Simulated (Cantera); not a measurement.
An adiabatic, constant-volume homogeneous reactor starts with CH₄ : O₂ : N₂ = 1 : 1.11 : 3 (molar parts), at 1475 K and 0.960 bar.

Detailed kinetics in Cantera: GRI-Mech 3.0 (53 species, 325 reactions).

x: mole fraction; the columns are a selection and need not sum to one.

```csv
t (s),T (K),P (bar),x CH₄,x O₂,x H₂O₂,x H,x CO,x HCN,x OH
5.00e-6,1475,0.960,0.196,0.217,1.30e-8,9.35e-9,8.10e-12,<1e-12,4.58e-9
1.14e-5,1475,0.960,0.196,0.217,…,…,9.19e-11,<1e-12,…
2.60e-5,1475,0.960,0.196,0.217,1.61e-7,1.27e-8,1.22e-9,<1e-12,1.86e-8
5.95e-5,1475,0.960,0.196,0.217,3.62e-7,2.15e-8,2.03e-8,<1e-12,4.69e-8
0.000136,1475,0.960,0.196,0.217,5.24e-7,5.37e-8,4.65e-7,<1e-12,1.21e-7
0.000310,1476,0.961,0.195,0.217,6.46e-7,1.57e-7,1.22e-5,<1e-12,2.94e-7
0.000707,1484,0.966,0.193,0.216,1.84e-6,5.58e-7,0.000249,<1e-12,8.30e-7
0.00161,2935,2.30,9.42e-12,0.000718,1.03e-7,0.0322,0.141,8.53e-8,0.0115
0.00368,2930,2.30,9.69e-12,0.000687,9.91e-8,0.0319,0.141,1.57e-7,0.0112
0.00841,2930,2.30,9.69e-12,0.000687,9.91e-8,0.0319,0.141,1.57e-7,0.0112
0.0192,2930,2.30,9.69e-12,0.000687,9.91e-8,0.0319,0.141,1.57e-7,0.0112
0.0438,2930,2.30,9.69e-12,0.000687,9.91e-8,0.0319,0.141,1.57e-7,0.0112
0.100,2930,2.30,9.69e-12,0.000687,9.91e-8,0.0319,0.141,1.57e-7,0.0112
```

Task: Fill in the missing entries.

Result: 
- 1.14e-5, x H₂O₂: 5.15e-8
- 1.14e-5, x H: 1.02e-8
- 1.14e-5, x OH: 8.17e-9
